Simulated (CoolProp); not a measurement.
Saturation properties of CH3F (R41) (Tc = 44.1 °C, pc = 5.906 MPa, ω = 0.200).

Model: reference Helmholtz-energy equation of state, Lemmon 2006, in CoolProp. It is a short technical equation, of lower accuracy than the large ones.

```csv
T (°C),p (MPa),enthalpy of vaporisation (kJ/kg),surface tension (mN/m)
-109.35,0.01270,527.4,20.5
-104.65,0.01840,521.7,19.7
-99.85,0.02625,515.8,18.9
-95.15,0.03639,509.9,18.2
-90.45,0.04952,503.9,17.4
-85.65,0.06661,497.6,16.6
-80.95,0.08764,491.2,15.9
-76.25,0.1136,484.7,15.2
-71.45,0.1461,477.9,14.4
-66.75,0.1845,471.0,13.7
-62.05,0.2305,463.8,13.0
-57.25,0.2860,456.3,12.2
-52.55,0.3499,448.6,11.5
-47.85,0.4242,440.6,10.8
-43.05,0.5119,432.1,10.1
```

It boils at -78.4 °C under 1 atm.

Surface tension comes from a separate correlation (Mulero 2012).
